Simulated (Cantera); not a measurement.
A perfectly stirred reactor is fed with C2H6 : N2 = 1 : 2.9 (molar parts), at 0.000780 atm; it is held at 1300 K, and followed from long to short residence time.

Cantera simulation using GRI-Mech 3.0 (53 species, 325 reactions); the numbers are that mechanism's predictions, not measurements. GRI-Mech 3.0 stops at C3 and has no aromatics, soot or wall deposition, so with more carbon than oxygen in the feed, carbon stays in small species such as C2H2 where larger ones or solid carbon would form. Radical loss at walls, strong at low pressure, is not modelled.

Question: What does this change do: C2H6 1 to 4.8 parts?

Answer: 
```csv
quantity,before,after
x(C2H6) at τ = 6.10 s,0.00843,0.0131
x(CH4) at τ = 6.10 s,0.0998,0.193
x(CH2) at τ = 6.10 s,2.34e-7,1.81e-7
x(C2H2) at τ = 6.10 s,0.0939,0.169
x(HCN) at τ = 6.10 s,1.21e-8,2.32e-9
x(C2H6) at τ = 90.0 ms,0.189,0.369
x(CH4) at τ = 90.0 ms,0.0190,0.0702
x(CH2) at τ = 90.0 ms,8.55e-7,1.03e-6
x(C2H2) at τ = 90.0 ms,0.00210,0.00857
x(HCN) at τ = 90.0 ms,2.61e-9,7.15e-10
```
